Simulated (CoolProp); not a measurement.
R11 at 404.68 K and 13.5 MPa flows at 0.78 m/s in a round tube of 6 mm bore and 1.5 µm roughness, fully developed (64/Re and Nu = 3.66 if laminar; Colebrook and Gnielinski if turbulent). Each further row changes one setting.

Computed with CoolProp (reference Helmholtz-energy equation of state, Jacobsen 1992).

```
case               Reynolds number  Darcy friction factor  pressure drop (Pa/m)  heat-transfer coefficient (W/(m² K))  mass flow (kg/h)
-----------------  ---------------  ---------------------  --------------------  ------------------------------------  ----------------
as stated                    27600                 0.0246                  1570                                  1570               100
velocity 1.56 m/s            55200                 0.0214                  5460                                  2860               200
diameter 12 mm               55200                 0.0209                   668                                  1400               400
```

Viscosity comes from a separate model (Klein 1997), an estimate that may be off by 10 % or more. Thermal conductivity comes from a separate model (McLinden 2000), an estimate that may be off by 10 % or more.
